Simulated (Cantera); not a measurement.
Feed: 1 mol SiH4, 33 mol N2, equilibrated at 1650 K and 110 Pa.

These are equilibrium values from Cantera (NASA tables, ideal gas, pure condensed phases), not measurements of a reactor. Candidate condensed phases: Si, Si3N4; 18 gas species. The numbers say what is thermodynamically allowed, not how fast it happens.

What is the equilibrium state?


| Item | Value |
|---|---|
| x(N2) | 0.941 |
| x(H2) | 0.0579 |
| x(H) | 0.000659 |
| x(Si) | 0.000186 |
| x(Si2N) | 5.77e-6 |
| x(SiN) | 4.29e-6 |
| x(SiH) | 2.71e-6 |
| n(Si3N4(s)) | 0.331 mol |
| gas amount | 34.36 mol |
| log10 activity of Si(s) (absent) | -0.12 |
